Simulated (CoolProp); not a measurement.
Vapour-liquid equilibrium of carbon dioxide (1) + propylene (2) at 1.65 °C; x and y are mole fractions of (1).

Computed with CoolProp (multi-fluid Helmholtz-energy mixture model, Span 1996 and Lemmon 2013; pair parameters Bell 2016).

Task: Give the bubble pressure and the first vapour's composition at x = 0.05, 0.75, 0.95. Is there an azeotrope?

Result: x = 0.05: 0.8373 MPa, y = 0.270; x = 0.75: 3.005 MPa, y = 0.887; x = 0.95: 3.510 MPa, y = 0.973. No azeotrope shows between x = 0.05 and 0.95.

Pair parameters are fitted to limited data, so mixtures are less certain than the pure fluids.
